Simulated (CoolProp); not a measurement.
Hydrogen chloride along the isobar 0.832 MPa: Z from the reference equation and from simpler models built on Tc = 324.7 K, pc = 8.314 MPa, ω = 0.130; each cubic takes its own stable root.

The numbers come from the reference Helmholtz-energy equation of state, Thol 2018 in CoolProp.

```json
[
 {"T (K)": "263.6", "phase": "gas", "reference": "0.9223"},
 {"T (K)": "291.7", "phase": "gas", "reference": "0.9455"},
 {"T (K)": "319.7", "phase": "gas", "reference": "0.9598"},
 {"T (K)": "347.8", "phase": "gas", "reference": "0.9693"},
 {"T (K)": "375.9", "phase": "gas", "reference": "0.9760"},
 {"T (K)": "403.9", "phase": "gas", "reference": "0.9809"},
 {"T (K)": "432", "phase": "gas", "reference": "0.9846"},
 {"T (K)": "460", "phase": "gas", "reference": "0.9874"}
]
```

### Question
How far does each simpler model (Pitzer virial, van der Waals, Redlich-Kwong, Soave-Redlich-Kwong, Peng-Robinson) lie from the reference over these 8 states: mean and median of the absolute difference, and the worst?

### Answer
- Pitzer virial: mean 0.5 %, median 0.3 %, worst +1.2 % at 263.6 K and 0.832 MPa
- van der Waals: mean 0.8 %, median 0.4 %, worst +2.9 % at 263.6 K and 0.832 MPa
- Redlich-Kwong: mean 0.4 %, median 0.2 %, worst +1.4 % at 263.6 K and 0.832 MPa
- Soave-Redlich-Kwong: mean 0.4 %, median 0.3 %, worst +1.2 % at 263.6 K and 0.832 MPa
- Peng-Robinson: mean 0.1 %, median 0.1 %, worst +0.7 % at 263.6 K and 0.832 MPa
